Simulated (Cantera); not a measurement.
Si + HBr + H₂ (silicon etching in halogen gases)

Charge: 1 mol Si, 22 mol HBr, 6.4 mol H₂, at 1125 K.

These are equilibrium values from Cantera (NASA tables, ideal gas, pure condensed phases), not measurements of a reactor. Candidate condensed phases: Br₂, Si; 19 gas species. The tables' values for SiBr₃ are old estimates; treat these amounts as uncertain. Equilibrium is a limit: real reactors are often held back by kinetics, nucleation or transport.

```json
[
 {"P (Pa)": "1", "x HBr": "0.681", "x H₂": "0.271", "x SiBr₄": "0.00432", "x SiBr₂": "0.0297", "x Br": "0.0122"},
 {"P (Pa)": "5.20", "x HBr": "0.678", "x H₂": "0.281", "x SiBr₄": "0.0142", "x SiBr₂": "0.0197", "x Br": "0.00522"},
 {"P (Pa)": "27", "x HBr": "0.666", "x H₂": "0.296", "x SiBr₄": "0.0268", "x SiBr₂": "0.00782", "x Br": "0.00219"},
 {"P (Pa)": "140", "x HBr": "0.659", "x H₂": "0.304", "x SiBr₄": "0.0335", "x SiBr₂": "0.00197", "x Br": "0.000942"},
 {"P (Pa)": "720", "x HBr": "0.657", "x H₂": "0.306", "x SiBr₄": "0.0355", "x SiBr₂": "0.000411", "x Br": "0.000413"},
 {"P (Pa)": "3700", "x HBr": "0.657", "x H₂": "0.306", "x SiBr₄": "0.0361", "x SiBr₂": "8.15e-5", "x Br": "0.000182"},
 {"P (Pa)": "19000", "x HBr": "0.657", "x H₂": "0.306", "x SiBr₄": "0.0362", "x SiBr₂": "1.59e-5", "x Br": "8.02e-5"},
 {"P (Pa)": "100000", "x HBr": "0.657", "x H₂": "0.306", "x SiBr₄": "0.0363", "x SiBr₂": "3.03e-6", "x Br": "3.50e-5"}
]
```
x: gas mole fraction; nothing condenses.

From 1.00e-5 bar to 1.00 bar nothing is condensed. The main Si-bearing gas is SiBr₂ at 1.00e-5 bar and SiBr₄ at 1.00 bar.
